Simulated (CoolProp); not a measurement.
Vapour-liquid equilibrium of cyclohexane (1) + m-xylene (2) at 0.487 MPa; x and y are mole fractions of (1).

The numbers come from the multi-fluid Helmholtz-energy mixture model, Zhou 2014 and Zhou 2012; pair parameters Bell 2016 in CoolProp.

```json
[
 {"x": "0.05", "bubble temperature (°C)": "202.8", "y at the bubble point": "0.142", "dew temperature at overall composition x (°C)": "206.9", "liquid density (mol/L)": "6.486"},
 {"x": "0.15", "bubble temperature (°C)": "191.7", "y at the bubble point": "0.366", "dew temperature at overall composition x (°C)": "202.4", "liquid density (mol/L)": "6.650"},
 {"x": "0.25", "bubble temperature (°C)": "182.4", "y at the bubble point": "0.526", "dew temperature at overall composition x (°C)": "197.7", "liquid density (mol/L)": "6.800"},
 {"x": "0.35", "bubble temperature (°C)": "174.6", "y at the bubble point": "0.643", "dew temperature at overall composition x (°C)": "192.5", "liquid density (mol/L)": "6.937"},
 {"x": "0.45", "bubble temperature (°C)": "168.0", "y at the bubble point": "0.731", "dew temperature at overall composition x (°C)": "186.9", "liquid density (mol/L)": "7.065"},
 {"x": "0.55", "bubble temperature (°C)": "162.4", "y at the bubble point": "0.799", "dew temperature at overall composition x (°C)": "180.8", "liquid density (mol/L)": "7.187"},
 {"x": "0.65", "bubble temperature (°C)": "157.5", "y at the bubble point": "0.855", "dew temperature at overall composition x (°C)": "174.0", "liquid density (mol/L)": "7.307"},
 {"x": "0.75", "bubble temperature (°C)": "153.2", "y at the bubble point": "0.902", "dew temperature at overall composition x (°C)": "166.4", "liquid density (mol/L)": "7.426"},
 {"x": "0.85", "bubble temperature (°C)": "149.2", "y at the bubble point": "0.943", "dew temperature at overall composition x (°C)": "157.9", "liquid density (mol/L)": "7.547"},
 {"x": "0.95", "bubble temperature (°C)": "145.5", "y at the bubble point": "0.981", "dew temperature at overall composition x (°C)": "148.6", "liquid density (mol/L)": "7.673"}
]
```

No azeotrope shows between x = 0.05 and 0.95.

The pair parameters rest on a limited set of measurements; away from them the model extrapolates.
